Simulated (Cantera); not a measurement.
An isothermal, constant-pressure homogeneous reactor starts with H2 : O2 = 0.24 : 1 (molar parts), equivalence ratio 0.12, at 1223 K and 10.00 Torr.

Cantera simulation using GRI-Mech 3.0 (53 species, 325 reactions); the numbers are that mechanism's predictions, not measurements. Radical loss at walls, strong at low pressure, is not modelled. The temperature is held fixed by assumption; the heat of reaction is taken as removed at once.

x: mole fraction; the columns are a selection and need not sum to one.

```json
[
 {"t (s)": "2.00e-5", "x H2": "0.194", "x O2": "0.806", "x O": "7.73e-10", "x OH": "6.56e-10", "x H": "3.91e-9", "x H2O": "2.91e-10"},
 {"t (s)": "7.23e-5", "x H2": "0.194", "x O2": "0.806", "x O": "8.37e-9", "x OH": "…", "x H": "1.69e-8", "x H2O": "9.40e-9"},
 {"t (s)": "0.000262", "x H2": "0.194", "x O2": "0.806", "x O": "2.71e-7", "x OH": "…", "x H": "4.05e-7", "x H2O": "6.20e-7"},
 {"t (s)": "0.000946", "x H2": "0.164", "x O2": "0.790", "x O": "0.00822", "x OH": "…", "x H": "0.0124", "x H2O": "0.0207"},
 {"t (s)": "0.00342", "x H2": "0.00801", "x O2": "0.704", "x O": "0.0670", "x OH": "…", "x H": "0.0527", "x H2O": "0.158"},
 {"t (s)": "0.0124", "x H2": "0.00463", "x O2": "0.745", "x O": "0.0345", "x OH": "…", "x H": "0.0199", "x H2O": "0.188"},
 {"t (s)": "0.0447", "x H2": "0.000735", "x O2": "0.779", "x O": "0.00515", "x OH": "…", "x H": "0.00114", "x H2O": "0.210"},
 {"t (s)": "0.162", "x H2": "5.30e-5", "x O2": "0.785", "x O": "0.000372", "x OH": "…", "x H": "2.21e-5", "x H2O": "0.214"},
 {"t (s)": "0.585", "x H2": "5.67e-6", "x O2": "0.786", "x O": "4.05e-5", "x OH": "…", "x H": "7.95e-7", "x H2O": "0.214"},
 {"t (s)": "2.11", "x H2": "9.40e-7", "x O2": "0.786", "x O": "6.79e-6", "x OH": "…", "x H": "5.47e-8", "x H2O": "0.214"},
 {"t (s)": "7.65", "x H2": "2.03e-7", "x O2": "0.786", "x O": "1.48e-6", "x OH": "…", "x H": "5.54e-9", "x H2O": "0.214"},
 {"t (s)": "27.7", "x H2": "6.08e-8", "x O2": "0.786", "x O": "4.44e-7", "x OH": "…", "x H": "9.15e-10", "x H2O": "0.214"},
 {"t (s)": "100", "x H2": "4.29e-8", "x O2": "0.786", "x O": "3.13e-7", "x OH": "…", "x H": "5.45e-10", "x H2O": "0.214"}
]
```

**Question.** Some entries are withheld; supply them.

**Answer.** 
- 7.23e-5, x OH: 5.76e-9
- 0.000262, x OH: 1.70e-7
- 0.000946, x OH: 0.00474
- 0.00342, x OH: 0.00997
- 0.0124, x OH: 0.00775
- 0.0447, x OH: 0.00312
- 0.162, x OH: 0.000842
- 0.585, x OH: 0.000278
- 2.11, x OH: 0.000114
- 7.65, x OH: 5.32e-5
- 27.7, x OH: 2.91e-5
- 100, x OH: 2.45e-5
